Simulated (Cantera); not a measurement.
## Thermodynamics of sublimation and decomposition of ceramics, feed SiC + H2

A closed system holds: 1 mol SiC, 0.042 mol H2, held at 2598.15 K.

Cantera equilibrium calculation (NASA polynomials, part measured and part estimated; ideal gas, pure solids and liquids). Candidate condensed phases: C, C6H6, C7H8, C8H18, Si, SiC; 87 gas species. Gases not in the tables: Si2H6 and higher silanes. Rates play no part.

| P (Pa) | log p H2 | log p Si | log p SiC2 | log p H | log p C3 | log p Si2C | log p C | log p C2 | log p C2H2 (acetylene) | n C(graphite) | n SiC(s) |
|---|---|---|---|---|---|---|---|---|---|---|---|
| 1 | -9.57 | -5.22 | -5.84 | -6.20 | -5.90 | -8.72 | -6.29 | -6.85 | -11.52 | 0 | 0 |
| 10 | -7.42 | -4.18 | -4.65 | -5.13 | -5.67 | -6.55 | -6.22 | -6.69 | -9.21 | 0.408 | 0 |
| 100 | -5.45 | -3.18 | -3.65 | -4.14 | -5.67 | -4.55 | -6.22 | -6.69 | -7.24 | 0.486 | 0 |
| 1000 | -2.48 | -2.54 | -3.01 | -2.66 | -5.67 | -3.28 | -6.22 | -6.69 | -4.27 | 0.0225 | 0.953 |
| 10000 | -1.08 | -2.54 | -3.01 | -1.96 | -5.67 | -3.28 | -6.22 | -6.70 | -2.88 | 0 | 0.998 |
| 100000 | -0.02 | -2.25 | -3.30 | -1.43 | -6.53 | -2.99 | -6.50 | -7.27 | -2.39 | 0 | 1.000 |
| 1000000 | 0.99 | -2.02 | -3.53 | -0.92 | -7.24 | -2.76 | -6.74 | -7.74 | -1.85 | 0 | 1.000 |
log p: log10 of the partial pressure in bar; n: condensed amount in mol.

At 1.00e-5 bar nothing is condensed. From 0.000100 bar to 0.00100 bar the condensed part is C(graphite). At 0.0100 bar the condensed part is C(graphite) + SiC(s). From 0.100 bar to 10.0 bar the condensed part is SiC(s). The main Si-bearing gas is Si at 1.00e-5 bar and SiH2 at 10.0 bar.
